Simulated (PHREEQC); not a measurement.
Dissolve 130 mmol/kgw MnSO4, 13 mmol/kgw ZnCl2 and 0.24 mmol/kgw NaF at 25 °C. Closed to the air; pH follows from the charge balance.

The numbers come from PHREEQC with the ion-association model, phreeqc.dat.

No solid was allowed to form.

**Question.** Order these Zn species by the share of Zn that they hold, largest first: ZnCl+, Zn+2, Zn(SO4)2-2, ZnSO4.

**Answer.** Zn+2 (42 %), ZnSO4 (38 %), Zn(SO4)2-2 (19 %), ZnCl+ (0.70 %)

**Question.** Order these Cl species by the share of Cl that they hold, largest first: Cl-, MnCl+, ZnCl+.

**Answer.** Cl- (92 %), MnCl+ (7.5 %), ZnCl+ (0.35 %)

The pH is 6.00 and the ionic strength 0.302 mol/kgw.
